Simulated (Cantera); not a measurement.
Silicon nitride deposition: SiH2Cl2 + N2

Charge: 1 mol SiH2Cl2, 41 mol N2, at 0.0280 bar.

Equilibrium computed with Cantera from the NASA thermochemical tables; the gas is ideal and each condensed phase is pure. Candidate condensed phases: NH4Cl, Si, Si3N4; 28 gas species. N2 is the only nitrogen source here; it is nearly inert below about 1500 K, so the nitride shown seldom forms there in practice. The tables' values for SiCl3 are old estimates; treat these amounts as uncertain. Equilibrium is a limit: real reactors are often held back by kinetics, nucleation or transport.

From 1098 K to 1548 K the condensed part is Si3N4(s). The main Si-bearing gas is SiCl4 at 1098 K and SiCl2 at 1548 K. The share of Si in condensed phases is highest at 1198 K (87.9 %) and lowest at 1548 K (62.9 %).

```json
[
 {"T (K)": "1098", "log p N2": "-1.57", "log p HCl": "-3.00", "log p H2": "-3.78", "log p SiCl2": "-6.91", "log p SiCl4": "-4.08", "log p SiCl3": "-6.07", "n Si3N4(s)": "0.291"},
 {"T (K)": "1148", "log p N2": "-1.57", "log p HCl": "-3.00", "log p H2": "-3.79", "log p SiCl2": "-6.33", "log p SiCl4": "-4.10", "log p SiCl3": "-5.74", "n Si3N4(s)": "0.292"},
 {"T (K)": "1198", "log p N2": "-1.57", "log p HCl": "-3.00", "log p H2": "-3.81", "log p SiCl2": "-5.81", "log p SiCl4": "-4.13", "log p SiCl3": "-5.44", "n Si3N4(s)": "0.293"},
 {"T (K)": "1248", "log p N2": "-1.57", "log p HCl": "-2.99", "log p H2": "-3.81", "log p SiCl2": "-5.34", "log p SiCl4": "-4.16", "log p SiCl3": "-5.18", "n Si3N4(s)": "0.293"},
 {"T (K)": "1298", "log p N2": "-1.57", "log p HCl": "-2.99", "log p H2": "-3.81", "log p SiCl2": "-4.92", "log p SiCl4": "-4.21", "log p SiCl3": "-4.95", "n Si3N4(s)": "0.290"},
 {"T (K)": "1348", "log p N2": "-1.57", "log p HCl": "-3.00", "log p H2": "-3.80", "log p SiCl2": "-4.54", "log p SiCl4": "-4.29", "log p SiCl3": "-4.77", "n Si3N4(s)": "0.284"},
 {"T (K)": "1398", "log p N2": "-1.57", "log p HCl": "-3.01", "log p H2": "-3.77", "log p SiCl2": "-4.23", "log p SiCl4": "-4.43", "log p SiCl3": "-4.64", "n Si3N4(s)": "0.273"},
 {"T (K)": "1448", "log p N2": "-1.57", "log p HCl": "-3.03", "log p H2": "-3.72", "log p SiCl2": "-3.98", "log p SiCl4": "-4.65", "log p SiCl3": "-4.60", "n Si3N4(s)": "0.256"},
 {"T (K)": "1498", "log p N2": "-1.57", "log p HCl": "-3.06", "log p H2": "-3.66", "log p SiCl2": "-3.79", "log p SiCl4": "-4.94", "log p SiCl3": "-4.62", "n Si3N4(s)": "0.234"},
 {"T (K)": "1548", "log p N2": "-1.57", "log p HCl": "-3.10", "log p H2": "-3.59", "log p SiCl2": "-3.66", "log p SiCl4": "-5.29", "log p SiCl3": "-4.70", "n Si3N4(s)": "0.210"}
]
```
log p: log10 of the partial pressure in bar; n: condensed amount in mol.
